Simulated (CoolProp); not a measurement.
A closed Brayton cycle with nitrogen: compressor inlet 315.15 K and 1.2 MPa, high pressure 3.89 MPa, turbine inlet 775 K, compressor efficiency 0.85, turbine efficiency 0.85, recuperator effectiveness 0 (on enthalpy, no pinch check). Each further row changes one setting.

Model: reference Helmholtz-energy equation of state, Span 2000, in CoolProp.

| case | thermal efficiency (%) | net work (kJ/kg) | compressor to turbine work | compressor exit (K) | turbine exit (K) |
|---|---|---|---|---|---|
| as stated | 12.9 | 43.9 | 0.78 | 463.4 | 594.8 |
| turbine inlet 725 K | 10.8 | 30.9 | 0.83 | 463.4 | 555.0 |
| compressor inlet 325.15 K | 12.0 | 39.0 | 0.80 | 477.9 | 594.8 |
| high pressure 3.31 MPa | 12.3 | 44.8 | 0.74 | 440.0 | 616.6 |
| recuperator effectiveness 0.5 | 16.3 | 43.9 | 0.78 | 463.4 | 594.8 |
